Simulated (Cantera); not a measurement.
Input (Python, Cantera):

```python
import numpy as np
import cantera as ct

gas = ct.Solution("gri30.yaml")
gas.TPX = 1700, 580000, {'CH4': 1, 'H2O': 2.8}
inlet = ct.Reservoir(gas, clone=True)

reactor = ct.IdealGasConstPressureReactor(gas, energy="off", clone=False)
exhaust = ct.Reservoir(gas, clone=True)
tau = [0.84, 0.29, 0.1, 0.035, 0.012, 0.0041, 0.0014, 0.00049, 0.00017][0]
for a, b in ((inlet, reactor), (reactor, exhaust)):
    ct.MassFlowController(a, b, mdot=lambda t: reactor.mass / tau)
net = ct.ReactorNet([reactor])
show = ['CH4', 'H2O', 'C2H', 'CH2CO', 'H2', 'CH2']

rows = []
print(f"{'tau/s':>10s}{'T/K':>9s}" + "".join(f"{s:>11s}" for s in show))
for tau in [0.84, 0.29, 0.1, 0.035, 0.012, 0.0041, 0.0014, 0.00049, 0.00017]:
    net.initial_time = 0.0
    net.advance(30 * tau)
    before = gas.X
    net.advance(40 * tau)
    drift = np.max(np.abs(gas.X - before) / (gas.X + 1e-9))
    rows.append([gas.T, *gas[show].X, drift])
    print(f"{tau:10.3e}{gas.T:9.1f}" + "".join(f"{x:11.3e}" for x in gas[show].X))
```

Output:

```
     tau/s      T/K        CH4        H2O        C2H      CH2CO         H2        CH2
 8.400e-01   1700.0  3.132e-02  3.672e-01  5.186e-09  6.023e-06  4.570e-01  8.649e-09
 2.900e-01   1700.0  4.386e-02  4.207e-01  1.121e-08  1.399e-05  4.068e-01  1.641e-08
 1.000e-01   1700.0  5.861e-02  4.873e-01  1.953e-08  2.723e-05  3.444e-01  2.871e-08
 3.500e-02   1700.0  7.891e-02  5.552e-01  2.706e-08  4.247e-05  2.763e-01  4.430e-08
 1.200e-02   1700.0  1.097e-01  6.151e-01  2.975e-08  5.215e-05  2.065e-01  5.997e-08
 4.100e-03   1700.0  1.502e-01  6.611e-01  2.541e-08  4.874e-05  1.404e-01  7.253e-08
 1.400e-03   1700.0  1.925e-01  6.954e-01  1.610e-08  3.261e-05  8.210e-02  8.280e-08
 4.900e-04   1700.0  2.263e-01  7.188e-01  6.588e-09  1.297e-05  3.884e-02  9.086e-08
 1.700e-04   1700.0  2.480e-01  7.314e-01  1.243e-09  1.930e-06  1.343e-02  8.773e-08
```

Model: GRI-Mech 3.0 (53 species, 325 reactions), integrated in Cantera.
